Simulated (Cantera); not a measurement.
A closed system holds: 1 mol SiC, 0.032 mol N2O, 60 mol N2, 4.4 mol CO2, held at 0.510 Torr.

Method: chemical equilibrium by Gibbs-energy minimisation in Cantera with the NASA 1993 tables (ideal gas, pure condensed phases). Candidate condensed phases: C, Si, SiC, SiO2, Si2N2O, Si3N4; 34 gas species. The tables hold silica as quartz up to 1696 K and as liquid above; real silica turns to tridymite and cristobalite and melts near 1996 K. Equilibrium is a limit: real reactors are often held back by kinetics, nucleation or transport.

Task: What share of the Si ends up in condensed phases as a function of T (°C), at 1027, 1102, 1177, 1252, 1327, 1402, 1477?

Result: 
```json
[
 {"T (°C)": "1027", "Si condensed (%)": "100.0", "as": "SiO2(β-quartz)"},
 {"T (°C)": "1102", "Si condensed (%)": "100.0", "as": "SiO2(β-quartz)"},
 {"T (°C)": "1177", "Si condensed (%)": "100.0", "as": "SiO2(β-quartz)"},
 {"T (°C)": "1252", "Si condensed (%)": "100.0", "as": "SiO2(β-quartz)"},
 {"T (°C)": "1327", "Si condensed (%)": "99.8", "as": "SiO2(β-quartz)"},
 {"T (°C)": "1402", "Si condensed (%)": "98.7", "as": "SiO2(β-quartz)"},
 {"T (°C)": "1477", "Si condensed (%)": "94.4", "as": "SiO2(condensed)"}
]
```
